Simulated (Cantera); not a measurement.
## Pyrogenic steam for wet oxidation

A perfectly stirred reactor is fed with H2 : O2 : N2 = 1.5 : 1 : 0.68 (molar parts), equivalence ratio 0.75, at 0.132 atm; it is held at 1300 K, and followed from long to short residence time.

Model: GRI-Mech 3.0 (53 species, 325 reactions), integrated in Cantera. The temperature is held fixed by assumption; the heat of reaction is taken as removed at once.

```
τ (s)       x H2   x O2   x H2O2      x OH     x NO2
------  --------  -----  -------  --------  --------
2.2     0.000368  0.103  6.34e-7  0.000784   1.00e-9
0.99    0.000628  0.103  8.92e-7   0.00103  6.66e-10
0.45     0.00106  0.103  1.22e-6   0.00134  4.66e-10
0.20     0.00181  0.103  1.66e-6   0.00176  3.60e-10
0.092    0.00301  0.103  2.17e-6   0.00229  3.12e-10
0.042    0.00497  0.104  2.75e-6   0.00299  2.89e-10
0.019    0.00817  0.105  3.39e-6   0.00390  2.76e-10
0.0085    0.0133  0.107  3.98e-6   0.00508  2.67e-10
```
x: mole fraction; the columns are a selection and need not sum to one.
